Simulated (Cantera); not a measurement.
**Stirred combustor or abatement burner**

A perfectly stirred reactor is fed with 7.99 % CO, 9.59 % H2, 0.344 % CH4, 17.3 % O2, 64.8 % N2, equivalence ratio 0.55, at 760 Torr; it is adiabatic with a 675 K inlet, and is followed from long to short residence time, starting on the burning branch (τ in s: 0.4, 0.19, 0.087, 0.04, 0.019, 0.0086, 0.004, 0.0019, 0.00086, 0.0004, 0.00019, 8.6e-05, 4e-05).

Computed with Cantera and GRI-Mech 3.0 (53 species, 325 reactions).

```json
[
 {"τ (s)": "0.40", "T (K)": "2077", "x CO": "0.000899", "x H2": "0.000222", "x CH4": "5.73e-8", "x CO2": "0.0904", "x C2H4": "<1e-12", "x HCO": "2.20e-10", "x H2O2": "7.78e-8"},
 {"τ (s)": "0.19", "T (K)": "2076", "x CO": "0.00104", "x H2": "0.000253", "x CH4": "1.12e-7", "x CO2": "0.0902", "x C2H4": "<1e-12", "x HCO": "4.57e-10", "x H2O2": "7.89e-8"},
 {"τ (s)": "0.087", "T (K)": "2072", "x CO": "0.00132", "x H2": "0.000316", "x CH4": "2.14e-7", "x CO2": "0.0899", "x C2H4": "<1e-12", "x HCO": "1.00e-9", "x H2O2": "8.15e-8"},
 {"τ (s)": "0.040", "T (K)": "2065", "x CO": "0.00186", "x H2": "0.000439", "x CH4": "3.82e-7", "x CO2": "0.0893", "x C2H4": "<1e-12", "x HCO": "2.21e-9", "x H2O2": "8.83e-8"},
 {"τ (s)": "0.019", "T (K)": "2051", "x CO": "0.00275", "x H2": "0.000649", "x CH4": "6.31e-7", "x CO2": "0.0883", "x C2H4": "1.64e-12", "x HCO": "4.76e-9", "x H2O2": "1.02e-7"},
 {"τ (s)": "0.0086", "T (K)": "2028", "x CO": "0.00429", "x H2": "0.00102", "x CH4": "1.05e-6", "x CO2": "0.0866", "x C2H4": "3.07e-12", "x HCO": "1.08e-8", "x H2O2": "1.30e-7"},
 {"τ (s)": "0.0040", "T (K)": "1995", "x CO": "0.00651", "x H2": "0.00158", "x CH4": "1.71e-6", "x CO2": "0.0842", "x C2H4": "5.28e-12", "x HCO": "2.39e-8", "x H2O2": "1.72e-7"},
 {"τ (s)": "0.0019", "T (K)": "1948", "x CO": "0.00945", "x H2": "0.00236", "x CH4": "2.80e-6", "x CO2": "0.0809", "x C2H4": "9.03e-12", "x HCO": "5.08e-8", "x H2O2": "2.36e-7"},
 {"τ (s)": "0.00086", "T (K)": "1881", "x CO": "0.0135", "x H2": "0.00346", "x CH4": "4.96e-6", "x CO2": "0.0764", "x C2H4": "1.74e-11", "x HCO": "1.11e-7", "x H2O2": "3.46e-7"},
 {"τ (s)": "0.00040", "T (K)": "1795", "x CO": "0.0185", "x H2": "0.00478", "x CH4": "9.22e-6", "x CO2": "0.0708", "x C2H4": "3.83e-11", "x HCO": "2.29e-7", "x H2O2": "5.39e-7"},
 {"τ (s)": "0.00019", "T (K)": "1690", "x CO": "0.0251", "x H2": "0.00630", "x CH4": "1.88e-5", "x CO2": "0.0635", "x C2H4": "1.03e-10", "x HCO": "4.51e-7", "x H2O2": "9.15e-7"},
 {"τ (s)": "8.6e-5", "T (K)": "1547", "x CO": "0.0368", "x H2": "0.00857", "x CH4": "5.00e-5", "x CO2": "0.0509", "x C2H4": "4.52e-10", "x HCO": "9.19e-7", "x H2O2": "1.86e-6"},
 {"τ (s)": "4.0e-5", "T (K)": "1357", "x CO": "0.0565", "x H2": "0.0158", "x CH4": "0.000208", "x CO2": "0.0299", "x C2H4": "4.92e-9", "x HCO": "1.85e-6", "x H2O2": "4.50e-6"}
]
```
x: mole fraction; the columns are a selection and need not sum to one.
